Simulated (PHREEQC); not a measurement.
Brine: speciation

A solution holds 0.42 mol H2SO4, 0.21 mol Na2SO4 and 3.9 mol MgCl2 per kg of water, at 74 °C. Closed to the air; pH follows from the charge balance.

Computed with PHREEQC (Pitzer model, pitzer.dat).

Precipitation was switched off in this run.

Q: What pH, density, osmotic coefficient does the model give?

A: pH -1.25; density 1.257 g/cm³; osmotic coefficient 2.262.

Q: In which forms is S present?

A: HSO4- 64 %, SO4-2 36 % of the S.

In brines, pH and single-ion activities rest on the MacInnes convention. Constants without temperature data keep their 25 °C values here.
